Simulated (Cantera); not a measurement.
Standard-state values (1 bar) from the NASA 1993 polynomials, evaluated with Cantera. Values are per mole of reaction as written; species without (g) are pure solids or liquids, kept so even where they would boil at 1 bar.

Task: Between 300 and 925 K, where is each reaction favourable under standard conditions?
- 0.6667 B + Cl2(g) → 0.6667 BCl3(g)
- 0.6667 Ti + Cl2(g) → 0.6667 TiCl3
- 0.5 Ti + Cl2(g) → 0.5 TiCl4(g)

Result: 
- 0.6667 B + Cl2(g) → 0.6667 BCl3(g): ΔG° is -259 kJ at 300 K and -238 kJ at 925 K; it stays negative (K > 1). ΔH° is -269 kJ and ΔS° -34 J/K at 925 K.
- 0.6667 Ti + Cl2(g) → 0.6667 TiCl3: ΔG° is -436 kJ at 300 K and -348 kJ at 925 K; it stays negative (K > 1). ΔH° is -473 kJ and ΔS° -136 J/K at 925 K.
- 0.5 Ti + Cl2(g) → 0.5 TiCl4(g): ΔG° is -363 kJ at 300 K and -326 kJ at 925 K; it stays negative (K > 1). ΔH° is -381 kJ and ΔS° -59 J/K at 925 K.
